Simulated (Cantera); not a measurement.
Input (Python, Cantera) and output of one run.

```python
import numpy as np
import cantera as ct

gas_names = [...]  # 109 gases of nasa_gas.yaml made of C, Cl, H, Si
cond_names = """
    C(gr) C6H6(L) C7H8(L) C8H18(L),n-octa Si(cr) Si(L) SiC(b)
""".split()


# ... load() reads the species with a 1 bar reference pressure and builds the phases ...
atoms = {
    'SiH2Cl2': {'Si': 1, 'H': 2, 'CL': 2},
    'C2H4': {'C': 2, 'H': 4},
    'H2': {'H': 2},
}
top_T = {'C(gr)': 4500, 'SiC(b)': 3050}  # K; cautious upper limits of use, not melting points


# ... equilibrate(T, P, feed) seeds the gas with the atoms and calls Mixture.equilibrate('TP', solver="vcs", rtol=1e-11, max_steps=5000) ...
results = []
feed = {'SiH2Cl2': 1, 'C2H4': 0.0071, 'H2': 85}  # mol
P = 100000  # Pa
for T in [1200, 1400, 1600, 1800, 2000, 2200, 2400]:
    mix = equilibrate(T, P, feed)
    results.append((T, P, feed, dict(zip(mix.species_names, mix.species_moles))))
    x = sorted(zip(gas.X, gas.species_names), reverse=True)
    print(f"T = {T:g} K  P = {P:g} Pa  gas = {mix.phase_moles(0):.4g} mol")
    print("   x: " + "  ".join(f"{s} {v:.3e}" for v, s in x if v > 0.0001))
    print("   condensed (mol): " + ("  ".join(f"{mix.phase(i).name} {mix.phase_moles(i):.4g}"
          for i in range(1, mix.n_phases) if mix.phase_moles(i) > 1e-12) or "none"))
```

Output:

```
T = 1200 K  P = 100000 Pa  gas = 86.8 mol
   x: H2 9.828e-01  HCL 1.413e-02  SiHCL3 1.309e-03  SiCL4 6.920e-04  SiCL2 4.797e-04  SiH2CL2 3.243e-04  SiCL3 1.945e-04
   condensed (mol): Si(cr) 0.7257  SiC(b) 0.01197
T = 1400 K  P = 100000 Pa  gas = 86.98 mol
   x: H2 9.789e-01  HCL 1.949e-02  SiCL2 1.145e-03  SiHCL3 1.659e-04  SiCL3 1.122e-04
   condensed (mol): Si(cr) 0.8507  SiC(b) 0.01247
T = 1600 K  P = 100000 Pa  gas = 87.01 mol
   x: H2 9.785e-01  HCL 1.995e-02  SiCL2 1.402e-03
   condensed (mol): Si(cr) 0.8569  SiC(b) 0.01277
T = 1800 K  P = 100000 Pa  gas = 87.03 mol
   x: H2 9.780e-01  HCL 2.030e-02  SiCL2 1.303e-03  H 3.541e-04
   condensed (mol): Si(L) 0.8679  SiC(b) 0.01263
T = 2000 K  P = 100000 Pa  gas = 87.09 mol
   x: H2 9.763e-01  HCL 2.077e-02  H 1.607e-03  SiCL2 1.058e-03  SiH2 1.037e-04
   condensed (mol): Si(L) 0.8771  SiC(b) 0.0117
T = 2200 K  P = 100000 Pa  gas = 87.3 mol
   x: H2 9.715e-01  HCL 2.097e-02  H 5.551e-03  SiCL2 8.732e-04  Si 3.687e-04  SiH2 2.897e-04  SiH 1.608e-04
   condensed (mol): Si(L) 0.8335  SiC(b) 0.004636
T = 2400 K  P = 100000 Pa  gas = 87.95 mol
   x: H2 9.587e-01  HCL 2.078e-02  H 1.557e-02  Si 2.177e-03  SiCL2 7.215e-04  SiH2 6.734e-04  SiH 6.596e-04  SiCL 2.744e-04  CL 2.407e-04
   condensed (mol): Si(L) 0.5772
```

Cantera equilibrium calculation (NASA polynomials, part measured and part estimated; ideal gas, pure solids and liquids). Mutual solubility and eutectic melting of coexisting phases are not modelled. The tables' values for SiCl, SiCl3 are old estimates; treat these amounts as uncertain. Gases not in the tables: Si2H6 and higher silanes.
